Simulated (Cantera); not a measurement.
# SiC + Si + N2 (sublimation and decomposition of ceramics)

Feed: 1 mol SiC, 0.05 mol Si, 9.5 mol N2, equilibrated at 1900 K and 5.10 Pa.

Equilibrium computed with Cantera from the NASA thermochemical tables; the gas is ideal and each condensed phase is pure. Candidate condensed phases: C, Si, SiC, Si3N4; 20 gas species. The tables' values for SiN are old estimates; treat these amounts as uncertain. Kinetics and transport are ignored.

```
Property                              Result
--------------------------------  ----------
x(N2)                                  0.990
x(Si)                                0.00918
x(SiC2)                             0.000232
x(Si2C)                             0.000161
x(SiN)                               2.18e-5
x(CN)                                1.99e-5
x(Si2)                               2.74e-6
x(Si2N)                              1.17e-6
n(C(graphite))                    0.0375 mol
n(SiC(s))                          0.956 mol
gas amount                         9.592 mol
log10 activity of Si(l) (absent)       -1.43
```
